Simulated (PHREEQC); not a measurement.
0.13 g of hydrous ferric oxide (600 m²/g; 0.2 weak and 0.005 strong sites per Fe, Dzombak-Morel constants, diffuse double layer) in 1 kg of water with 0.1 mol/kgw of an inert sodium salt and 8.4e-07 mol CuCl2, at 25 °C; the pH is set by adding NaOH or the inert anion's acid. O2 is buffered at 0.21 atm. CO2 from the air is kept out. No solid was allowed to form.

Base run: PHREEQC, ion-association model, wateq4f.dat. Each further column changes one thing. The table gives Cu sorbed (%).

| pH | base | background salt from 0.1 to 0.01 mol/kgw | oxide from 0.13 to 0.65 g/kgw | 9.5e-05 mol/kgw Na2HAsO4 added |
|---|---|---|---|---|
| 4 | 1.2 | 1.4 | 5.7 | 1.2 |
| 4.67 | 17.2 | 17.1 | 51.1 | 20.1 |
| 6 | 97.7 | 97.7 | 99.6 | 98.8 |
| 6.67 | 99.8 | 99.8 | 100.0 | 99.9 |
| 7.33 | 99.9 | 99.9 | 100.0 | 100.0 |
| 8.67 | 99.9 | 99.9 | 100.0 | 100.0 |
| 9.33 | 99.9 | 99.9 | 100.0 | 100.0 |
| 10 | 99.8 | 99.9 | 100.0 | 99.9 |
| 11.33 | 98.7 | 99.7 | 99.8 | 98.9 |
| 12 | 92.0 | 98.6 | 98.4 | 92.2 |

The database's constant for dissolved Cu(OH)2 is higher than later reviews accept. The database has no arsenate complexes of Cu.
